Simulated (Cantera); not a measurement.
Charge: 1 mol SiC, 0.039 mol H2O, 11 mol H2, held at 6.50 mbar.

These are equilibrium values from Cantera (NASA tables, ideal gas, pure condensed phases), not measurements of a reactor. Candidate condensed phases: C, C6H6, C7H8, C8H18, H2O, Si, SiC, SiO2; 123 gas species. Gases not in the tables: Si2H6 and higher silanes. Equilibrium is a limit: real reactors are often held back by kinetics, nucleation or transport.

x: gas mole fraction; n: condensed amount in mol.

| T (K) | x H2 | x H | x Si | x CO | x SiO | n SiC(s) |
|---|---|---|---|---|---|---|
| 1375 | 0.996 | 4.24e-5 | 8.13e-9 | 0.00176 | 0.00176 | 0.981 |
| 1475 | 0.996 | 0.000161 | 1.39e-7 | 0.00176 | 0.00176 | 0.980 |
| 1575 | 0.996 | 0.000514 | 1.65e-6 | 0.00176 | 0.00176 | 0.980 |
| 1675 | 0.995 | 0.00144 | 1.45e-5 | 0.00177 | 0.00175 | 0.980 |
| 1775 | 0.993 | 0.00358 | 9.76e-5 | 0.00181 | 0.00170 | 0.980 |
| 1875 | 0.988 | 0.00808 | 0.000483 | 0.00202 | 0.00148 | 0.977 |
| 1975 | 0.978 | … | … | … | … | 0.970 |
| 2075 | 0.961 | … | … | 0.00320 | … | 0.958 |
| 2175 | 0.930 | 0.0584 | 0.00559 | 0.00332 | 7.22e-5 | 0.922 |

### Question
What belongs in the gaps?

### Answer

- 1975, x H: 0.0168
- 1975, x Si: 0.00156
- 1975, x CO: 0.00259
- 1975, x SiO: 0.000897
- 2075, x H: 0.0324
- 2075, x Si: 0.00301
- 2075, x SiO: 0.000253
